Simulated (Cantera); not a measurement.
Mixture: CH4 : O2 : N2 = 1 : 2.9 : 10.9 (molar parts), at 7430 Torr, adiabatic and at constant volume. Ignition delay is the time to a rise of 400 K.

Detailed kinetics in Cantera: GRI-Mech 3.0 (53 species, 325 reactions).

Question: Predict: delay at 1250 K; delay at 1325 K; delay at 1400 K; delay at 1475 K; delay at 1550 K; apparent activation energy between 1400 and 1550 K.

Answer: 
- delay at 1250 K: 2.12 ms
- delay at 1325 K: 0.901 ms
- delay at 1400 K: 0.408 ms
- delay at 1475 K: 0.195 ms
- delay at 1550 K: 97.9 µs
- apparent activation energy between 1400 and 1550 K: 170 kJ/mol
